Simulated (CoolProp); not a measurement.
R245ca along the isotherm 450 K: fugacity coefficient from the reference equation and from simpler models built on Tc = 447.6 K, pc = 3941 kPa, ω = 0.355; each cubic takes its own stable root.

The numbers come from the reference Helmholtz-energy equation of state, Zhou 2016 in CoolProp.

```
p (kPa)          phase  reference
-------  -------------  ---------
1250               gas     0.8930
2500               gas     0.7894
3750               gas     0.6830
5000     supercritical     0.5561
6250     supercritical     0.4690
7500     supercritical     0.4108
8750     supercritical     0.3694
10000    supercritical     0.3387
```

**Question.** How far does each simpler model (van der Waals, Peng-Robinson) lie from the reference over these 8 states: mean and median of the absolute difference, and the worst?

**Answer.** 
- van der Waals: mean 8.8 %, median 8.6 %, worst +16.6 % at 450 K and 10000 kPa
- Peng-Robinson: mean 1.1 %, median 0.9 %, worst -2.1 % at 450 K and 3750 kPa
